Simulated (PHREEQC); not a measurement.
A solution holds 4.5 mmol/kgw KOH, 0.0002 mmol/kgw H4SiO4 and 0.089 mmol/kgw K3PO4, at 35 °C. It is in equilibrium with CO2 at log p = -2 (atm). Otherwise closed; pH follows from the charge balance.

The numbers come from PHREEQC with the ion-association model, phreeqc.dat.

| quantity | before | after |
|---|---|---|
| pH | 7.52 | 7.34 |
| HCO3- (mol/kgw) | 0.00459 | 0.00462 |
| CO2 (mol/kgw) | 0.000265 | 0.000642 |
| HPO4-2 (mol/kgw) | 6.46e-5 | 5.32e-5 |
| H2PO4- (mol/kgw) | 2.39e-5 | 3.55e-5 |

Task: Which change was made?
A) diluted 5-fold with water
B) H4SiO4 from 2e-07 to 2e-08 mol/kgw
C) temperature from 35 to 5 °C
D) H4SiO4 left out
E) 0.00021 mol/kgw Na2SO4 added

Result: C, temperature from 35 to 5 °C

This is a speciation only: nothing precipitates in the calculation. At this temperature some constants are extrapolated from 25 °C, and those without enthalpy data are left unchanged.
